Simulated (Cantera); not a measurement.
A perfectly stirred reactor is fed with NH3 : H2 = 1 : 18 (molar parts), at 16.5 Torr; it is held at 1900 K, and followed from long to short residence time.

Computed with Cantera and the gas-phase N/H chemistry of the illustrative SiF4/NH3 mechanism in the Surface Chemkin manual (1991). Walls and surfaces, which speed up NH3 decomposition in real reactors, are not modelled.

### Question
What does this change do: pressure from 16.5 Torr to 20.0 Torr?

### Answer
```
quantity                 before     after
---------------------  --------  --------
x(NH3) at τ = 21.0 s    0.00800   0.00677
x(H2) at τ = 21.0 s       0.969     0.970
x(H) at τ = 21.0 s      0.00163   0.00172
x(NH) at τ = 21.0 s     2.52e-6   2.37e-6
x(N2) at τ = 21.0 s      0.0212    0.0217
x(NH3) at τ = 0.120 s    0.0519    0.0517
x(H2) at τ = 0.120 s      0.947     0.947
x(H) at τ = 0.120 s    0.000599  0.000629
x(NH) at τ = 0.120 s    2.29e-6   2.51e-6
x(N2) at τ = 0.120 s   0.000272  0.000375
```

### Question
What does this change do: pressure from 16.5 Torr to 62.3 Torr?

### Answer
| quantity | before | after |
|---|---|---|
| x(NH3) at τ = 21.0 s | 0.00800 | 0.00314 |
| x(H2) at τ = 21.0 s | 0.969 | 0.971 |
| x(H) at τ = 21.0 s | 0.00163 | 0.00200 |
| x(NH) at τ = 21.0 s | 2.52e-6 | 1.48e-6 |
| x(N2) at τ = 21.0 s | 0.0212 | 0.0235 |
| x(NH3) at τ = 0.120 s | 0.0519 | 0.0494 |
| x(H2) at τ = 0.120 s | 0.947 | 0.948 |
| x(H) at τ = 0.120 s | 0.000599 | 0.000702 |
| x(NH) at τ = 0.120 s | 2.29e-6 | 2.98e-6 |
| x(N2) at τ = 0.120 s | 0.000272 | 0.00146 |
